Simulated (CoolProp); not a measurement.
Toluene at 298.15 K and 0.684 MPa is throttled through a valve to 0.264 MPa with no heat exchange. Each further row changes one setting.

Computed with CoolProp (reference Helmholtz-energy equation of state, Lemmon 2006). It is a short technical equation, of lower accuracy than the large ones.

```tsv
case	temperature change (K)
as stated	+0.2
outlet pressure 0.0792 MPa	+0.3
outlet pressure 0.343 MPa	+0.2
```
